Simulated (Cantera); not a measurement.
Feed: 1 mol Fe3O4, 2.6 mol CH4, 6.4 mol N2, held at 105 Torr.

Method: chemical equilibrium by Gibbs-energy minimisation in Cantera with the NASA 1993 tables (ideal gas, pure condensed phases). Candidate condensed phases: C, C6H6, C7H8, C8H18, Fe, Fe(CO)5, FeO, Fe(OH)2, Fe(OH)3, Fe2O3, Fe3O4, H2O; 140 gas species. Equilibrium is a limit: real reactors are often held back by kinetics, nucleation or transport.

**Question.** At 1800 K, list the 4 most abundant gas species with their mole fractions, and the condensed phases.

**Answer.** N2 0.450, H2 0.281, CO 0.170, H2O 0.0851. Condensed: Fe(δ).
